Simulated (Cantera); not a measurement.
**Carbon deposition, reforming and gasification: CH3OH + H2O + H2**

Feed: 1 mol CH3OH, 0.021 mol H2O, 7.6 mol H2, equilibrated at 1902 °C.

These are equilibrium values from Cantera (NASA tables, ideal gas, pure condensed phases), not measurements of a reactor. Candidate condensed phases: C, C6H6, C7H8, C8H18, H2O; 110 gas species. The ideal-gas law is rough above about 30 bar. The numbers say what is thermodynamically allowed, not how fast it happens.

```
P (Pa)     x H2       x H    x CO    x H2O     x CH4      x OH    x CO2
--------  -----  --------  ------  -------  --------  --------  -------
10        0.557     0.364  0.0770  0.00140    <1e-12  0.000123  3.72e-5
160       0.800     0.109  0.0890  0.00179  1.12e-12   3.29e-5  3.84e-5
2500      0.876    0.0289  0.0928  0.00190  3.53e-10   8.42e-6  3.87e-5
40000     0.897   0.00731  0.0938  0.00193   9.65e-8   2.11e-6  3.88e-5
630000    0.902   0.00185  0.0940  0.00196   2.40e-5   5.40e-7  3.93e-5
10000000  0.900  0.000463  0.0919  0.00453   0.00254   3.13e-7  8.90e-5
```
x: gas mole fraction; nothing condenses.

From 0.000100 bar to 100 bar nothing is condensed. The main C-bearing gas is CO throughout.
